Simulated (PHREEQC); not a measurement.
BaCl2 is added in steps, without added water, to 1 kg of water holding 0.0095 mol/kgw CaCl2, 0.00012 mol/kgw NaF and 0.0014 mol/kgw NaCl, at 5 °C. O2 is buffered at 0.21 atm. The system is closed to CO2. Only these solids could form: Fluorite, BaF2, Portlandite, Halite.

Base run: PHREEQC, ion-association model, wateq4f.dat. Each further column changes one thing. The table gives pH.

```json
[
 {"BaCl2 added (mol)": "0", "base": "7.29", "CaCl2 from 0.0095 to 0.00475 mol/kgw": "7.32", "NaCl replaced by NH4Cl at the same molality": "6.45"},
 {"BaCl2 added (mol)": "0.00125", "base": "7.29", "CaCl2 from 0.0095 to 0.00475 mol/kgw": "7.32", "NaCl replaced by NH4Cl at the same molality": "6.45"},
 {"BaCl2 added (mol)": "0.00375", "base": "7.29", "CaCl2 from 0.0095 to 0.00475 mol/kgw": "7.32", "NaCl replaced by NH4Cl at the same molality": "6.45"},
 {"BaCl2 added (mol)": "0.005", "base": "7.29", "CaCl2 from 0.0095 to 0.00475 mol/kgw": "7.32", "NaCl replaced by NH4Cl at the same molality": "6.46"},
 {"BaCl2 added (mol)": "0.00625", "base": "7.28", "CaCl2 from 0.0095 to 0.00475 mol/kgw": "7.32", "NaCl replaced by NH4Cl at the same molality": "6.46"},
 {"BaCl2 added (mol)": "0.00875", "base": "7.28", "CaCl2 from 0.0095 to 0.00475 mol/kgw": "7.32", "NaCl replaced by NH4Cl at the same molality": "6.46"},
 {"BaCl2 added (mol)": "0.01", "base": "7.28", "CaCl2 from 0.0095 to 0.00475 mol/kgw": "7.32", "NaCl replaced by NH4Cl at the same molality": "6.46"},
 {"BaCl2 added (mol)": "0.01125", "base": "7.28", "CaCl2 from 0.0095 to 0.00475 mol/kgw": "7.31", "NaCl replaced by NH4Cl at the same molality": "6.47"},
 {"BaCl2 added (mol)": "0.01375", "base": "7.28", "CaCl2 from 0.0095 to 0.00475 mol/kgw": "7.31", "NaCl replaced by NH4Cl at the same molality": "6.47"},
 {"BaCl2 added (mol)": "0.015", "base": "7.28", "CaCl2 from 0.0095 to 0.00475 mol/kgw": "7.31", "NaCl replaced by NH4Cl at the same molality": "6.47"},
 {"BaCl2 added (mol)": "0.01625", "base": "7.28", "CaCl2 from 0.0095 to 0.00475 mol/kgw": "7.31", "NaCl replaced by NH4Cl at the same molality": "6.47"},
 {"BaCl2 added (mol)": "0.01875", "base": "7.28", "CaCl2 from 0.0095 to 0.00475 mol/kgw": "7.31", "NaCl replaced by NH4Cl at the same molality": "6.47"},
 {"BaCl2 added (mol)": "0.02", "base": "7.28", "CaCl2 from 0.0095 to 0.00475 mol/kgw": "7.31", "NaCl replaced by NH4Cl at the same molality": "6.47"}
]
```

Away from 25 °C the constants follow the database's enthalpies or fits; those with neither stay at their 25 °C values.
